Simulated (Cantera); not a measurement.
# Abatement and gas-phase synthesis: CO₂ + SO₂ + H₂

A closed system holds: 1 mol CO₂, 0.94 mol SO₂, 3 mol H₂, equilibrated at 68.3 Torr.

Method: chemical equilibrium by Gibbs-energy minimisation in Cantera with the NASA 1993 tables (ideal gas, pure condensed phases). Candidate condensed phases: C, C₆H₆, C₇H₈, C₈H₁₈, H₂O, H₂SO₄, S; 123 gas species. Equilibrium is a limit: real reactors are often held back by kinetics, nucleation or transport.

```tsv
T (°C)	log p H₂O	log p H	log p H₂	log p CO	log p O	log p SO₂	log p SO	log p OH	log p CO₂	log p S₂	log p S	log p O₂
1827	-1.47	-3.33	-1.65	-1.83	-5.90	-2.15	-2.56	-4.08	-2.35	-2.49	-3.47	-6.10
1977	-1.50	-2.94	-1.62	-1.82	-5.12	-2.13	-2.39	-3.64	-2.43	-2.67	-3.20	-5.38
2127	-1.54	-2.61	-1.62	-1.81	-4.43	-2.12	-2.27	-3.26	-2.51	-2.91	-3.00	-4.73
2277	-1.57	-2.32	-1.63	-1.82	-3.80	-2.14	-2.20	-2.92	-2.56	-3.21	-2.87	-4.14
2427	-1.62	-2.07	-1.65	-1.83	-3.24	-2.18	-2.17	-2.63	-2.62	-3.54	-2.79	-3.60
2577	-1.71	-1.86	-1.70	-1.85	-2.77	-2.26	-2.16	-2.40	-2.70	-3.83	-2.71	-3.17
2727	-1.86	-1.69	-1.77	-1.88	-2.38	-2.40	-2.17	-2.25	-2.84	-4.03	-2.61	-2.88
2877	-2.10	-1.55	-1.87	-1.92	-2.10	-2.63	-2.21	-2.21	-3.04	-4.16	-2.49	-2.74
```
log p: log10 of the partial pressure in bar; nothing condenses.

From 1827 °C to 2877 °C nothing is condensed. The main C-bearing gas is CO throughout.
